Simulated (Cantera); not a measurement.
Input: 1 mol Fe₂O₃, 0.13 mol SO₂, 0.7 mol N₂, at 1575 K and 0.410 bar.

These are equilibrium values from Cantera (NASA tables, ideal gas, pure condensed phases), not measurements of a reactor. Candidate condensed phases: Fe, FeO, FeS, FeSO₄, FeS₂, Fe₂O₃, Fe₂(SO₄)₃, Fe₃O₄, S; 19 gas species. Mutual solubility and eutectic melting of coexisting phases are not modelled. The numbers say what is thermodynamically allowed, not how fast it happens.

Base state: N₂ 0.778, SO₂ 0.144, O₂ 0.0768, NO 0.00104, SO₃ 0.000663 (mole fractions); condensed: Fe₂O₃(s) + Fe₃O₄(s).

What changes in the equilibrium state with this change: Fe₂O₃ replaced by FeS₂?


| species | before | after |
|---|---|---|
| N₂ | 0.778 | 0.527 |
| S₂ | <1e-9 | 0.371 |
| SO₂ | 0.144 | 0.0929 |
| O₂ | 0.0768 | 1.58e-9 |
| S₂O | <1e-9 | 0.00570 |
| S | <1e-9 | 8.87e-5 |
| SO₃ | 0.000663 | 6.14e-8 |
| NO | 0.00104 | 1.23e-7 |
| Fe₂O₃(s), mol | 0.581 | 0 |
| Fe₃O₄(s), mol | 0.279 | 0 |
| FeS(l), mol | 0 | 1.00 |
FeS: taken at fixed stoichiometry.
